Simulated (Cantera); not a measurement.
Feed: 1 mol SiH4, 1200 mol H2, held at 0.133 bar.

Cantera equilibrium calculation (NASA polynomials, part measured and part estimated; ideal gas, pure solids and liquids). Candidate condensed phases: Si; 9 gas species. Gases not in the tables: Si2H6 and higher silanes. Kinetics and transport are ignored.

x: gas mole fraction; n: condensed amount in mol.

```tsv
T (K)	x H2	x H	x Si	x SiH2	x SiH	x Si2	n Si(s)	n Si(l)
1200	1.000	5.40e-7	1.04e-11	1.19e-8	___	<1e-12	1.000	0
1250	1.000	1.32e-6	6.23e-11	3.13e-8	___	<1e-12	1.000	0
1300	1.000	3.03e-6	3.25e-10	7.65e-8	___	<1e-12	1.000	0
1350	1.000	6.53e-6	1.50e-9	1.75e-7	___	<1e-12	1.000	0
1400	1.000	1.33e-5	6.17e-9	3.77e-7	___	3.67e-12	0.999	0
1450	1.000	2.59e-5	2.31e-8	7.69e-7	___	2.04e-11	0.999	0
1500	1.000	4.82e-5	7.89e-8	1.50e-6	___	1.01e-10	0.998	0
1550	1.000	8.63e-5	2.49e-7	2.79e-6	___	4.50e-10	0.996	0
1600	1.000	0.000149	7.31e-7	5.00e-6	___	1.82e-9	0.992	0
1650	1.000	0.000249	2.01e-6	8.65e-6	___	6.77e-9	0.985	0
1700	1.000	0.000403	5.09e-6	1.42e-5	___	2.23e-8	0	0.973
1750	0.999	0.000637	1.13e-5	2.08e-5	___	5.82e-8	0	0.954
1800	0.999	0.000980	2.38e-5	2.99e-5	___	1.44e-7	0	0.923
1850	0.998	0.00147	4.84e-5	4.21e-5	___	3.38e-7	0	0.869
```

### Question
Complete the blanks.

### Answer

- 1200, x SiH: 5.70e-11
- 1250, x SiH: 2.51e-10
- 1300, x SiH: 9.84e-10
- 1350, x SiH: 3.48e-9
- 1400, x SiH: 1.13e-8
- 1450, x SiH: 3.35e-8
- 1500, x SiH: 9.25e-8
- 1550, x SiH: 2.39e-7
- 1600, x SiH: 5.82e-7
- 1650, x SiH: 1.34e-6
- 1700, x SiH: 2.87e-6
- 1750, x SiH: 5.44e-6
- 1800, x SiH: 9.92e-6
- 1850, x SiH: 1.75e-5
